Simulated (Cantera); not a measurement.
An isothermal plug-flow reactor at 673 K and 195 Torr (inlet), inlet velocity 3.2 m/s, active area per volume 120 1/m; feed H₂ : O₂ : N₂ : H₂O = 0.0057 : 0.013 : 0.79 : 0.019 (molar parts), equivalence ratio 0.22.

Detailed kinetics in Cantera: Deutschmann's 1995 Pt surface mechanism with GRI-Mech 3.0 gas chemistry. Catalytic surfaces can have several steady states; this one follows from the mechanism file's or the stated starting coverage. Mass transfer to the wall is taken as infinitely fast.

Question: What does this change do: temperature 673 to 850 K?

Answer: 
```tsv
quantity	before	after
x(H₂) at z = 0.0033 m	0.00157	0.00118
x(O₂) at z = 0.0033 m	0.0131	0.0129
x(H₂O) at z = 0.0033 m	0.0284	0.0287
θ(free Pt) at the exit	0.210	0.249
θ(O*) at the exit	0.781	0.748
θ(OH*) at the exit	0.00834	0.00313
```
